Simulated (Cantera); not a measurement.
An adiabatic, constant-pressure homogeneous reactor starts with CH4 : C2H6 : C3H8 : O2 : N2 = 1 : 0.074 : 0.087 : 4.81 : 18.1 (molar parts), equivalence ratio 0.56, at 1475 K and 46000 Pa.

Detailed kinetics in Cantera: GRI-Mech 3.0 (53 species, 325 reactions).

Task: Predict: time of steepest temperature rise; temperature at 2.00 s; equilibrium temperature.

Result: 
```json
{
 "time_of_steepest_temperature_rise": "0.312 ms",
 "temperature at 2.00 s": "2443 K",
 "equilibrium_temperature": "2443 K"
}
```
